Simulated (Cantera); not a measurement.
A freely propagating, adiabatic, planar premixed flame of H₂ : O₂ : N₂ = 1 : 0.167 : 0.627 (molar parts), equivalence ratio 3.0, unburnt at 600 K and 6150 Torr; mixture-averaged transport, grid criteria slope 0.08 and curve 0.16, no radiation.

Computed with Cantera and the H2/O2 subset of GRI-Mech 3.0, which has no nitrogen chemistry. The hydrogen kinetics of GRI-Mech 3.0 are dated; newer H2 mechanisms differ, most at raised pressure. Burning velocities carry a grid error of a few per cent, more on coarse grids.

Q: What does this change do: H2 1 to 1.3 parts?

A: 
| quantity | before | after |
|---|---|---|
| laminar burning velocity | 671 cm/s | 491 cm/s |
| thermal thickness | 0.0356 mm | 0.0424 mm |
| peak x(OH) | 0.00120 | 0.000486 |
| peak x(H) | 0.0314 | 0.0203 |
| peak x(H₂O₂) | 6.39e-5 | 6.98e-5 |
| peak x(O) | 0.000720 | 0.000309 |
